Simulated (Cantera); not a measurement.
Input: 1 mol SiCl4, 3.3 mol H2.

Method: chemical equilibrium by Gibbs-energy minimisation in Cantera with the NASA 1993 tables (ideal gas, pure condensed phases). Candidate condensed phases: Si; 19 gas species. The tables' values for SiCl3 are old estimates. Equilibrium is a limit: real reactors are often held back by kinetics, nucleation or transport.

Q: What condenses at these points (T in °C, P in Pa): (1252, 1300); (1302, 16000); (1402, 4500); (852, 1300); (802, 1300)?

A: 
| T (°C) | P in Pa | condensed phases | Si condensed (%) |
|---|---|---|---|
| 1252 | 1300 | gas only | 0.0 |
| 1302 | 16000 | gas only | 0.0 |
| 1402 | 4500 | gas only | 0.0 |
| 852 | 1300 | gas only | 0.0 |
| 802 | 1300 | Si | 0.4 |
